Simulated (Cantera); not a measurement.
A closed system holds: 1 mol Si, 5.1 mol F₂, 2.3 mol N₂, 15 mol HCl, held at 1200 K and 0.188 Torr.

Method: chemical equilibrium by Gibbs-energy minimisation in Cantera with the NASA 1993 tables (ideal gas, pure condensed phases). Rates play no part.

| species | before | after |
|---|---|---|
| HCl | 0.392 | 0.410 |
| HF | 0.277 | 0.289 |
| Cl₂ | 0.0928 | 0.142 |
| Cl | 0.0910 | 0.00422 |
| N₂ | 0.103 | 0.107 |
| SiF₄ | 0.0446 | 0.0466 |
Gas species are given as mole fractions.

Q: What was changed between the two runs?
A. temperature from 1200 K to 1598 K
B. temperature from 1200 K to 950 K
C. temperature from 1200 K to 1150 K
D. pressure from 0.188 Torr to 7.50 Torr

A: B, temperature from 1200 K to 950 K
